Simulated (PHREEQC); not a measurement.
0.1 mol of Ag3PO4 (Ag3PO4) is brought to equilibrium with 1 kg of water holding 30 mmol/kgw NaCl, at 25 °C, the pH being set by adding NaOH or HCl. Oxygen is held at 0.21 atm. No CO2 enters from the air. The run lets Ag3PO4, Cerargyrite, Ag2O precipitate or redissolve, and no other solid.

Equilibrium calculation in PHREEQC: ion-association model, wateq4f.dat.

```csv
pH,dissolved Ag (mol/kgw),dissolved P (mol/kgw),Cerargyrite (mol),Ag+ (mol/kgw),H2PO4- (mol/kgw),HPO4-2 (mol/kgw)
4,0.0333,0.0641,0.159,0.0333,0.0633,7.40e-5
4.38,0.0197,0.0499,0.130,0.0197,0.0495,0.000132
4.75,0.0117,[?],0.113,0.0117,0.0412,0.000248
5.12,0.00688,0.0364,0.102,0.00688,[?],0.000494
5.5,0.00397,0.0329,0.0948,0.00397,0.0318,0.00104
5.88,0.00231,0.0301,0.0879,0.00231,0.0278,0.00217
6.25,0.00141,0.0271,0.0799,0.00141,0.0228,0.00419
6.62,0.000896,0.0236,0.0699,0.000896,0.0163,0.00710
7,0.000600,0.0201,0.0597,0.000600,0.00961,0.0102
7.38,0.000423,0.0176,0.0525,0.000422,0.00484,0.0124
7.75,0.000310,0.0163,0.0485,0.000310,0.00225,[?]
8.12,0.000231,0.0156,0.0466,0.000230,0.000999,0.0142
8.5,0.000172,0.0153,[?],0.000171,0.000423,0.0145
8.88,0.000128,0.0151,0.0453,0.000128,0.000177,0.0146
9.25,9.66e-5,0.0151,0.0451,9.61e-5,7.57e-5,0.0146
9.62,7.30e-5,0.0150,0.0449,7.24e-5,3.21e-5,0.0145
10,5.51e-5,0.0149,0.0446,5.44e-5,1.32e-5,0.0143
```

What belongs in the gaps?


- 4.75, dissolved P (mol/kgw): 0.0416
- 5.12, H2PO4- (mol/kgw): 0.0359
- 7.75, HPO4-2 (mol/kgw): 0.0136
- 8.5, Cerargyrite (mol): 0.0457

Complexes and solids missing from the database can't appear. H3PO4, which wateq4f.dat lacks, is added to it with the constant of phreeqc.dat. The database has no phosphate complexes of Ag.
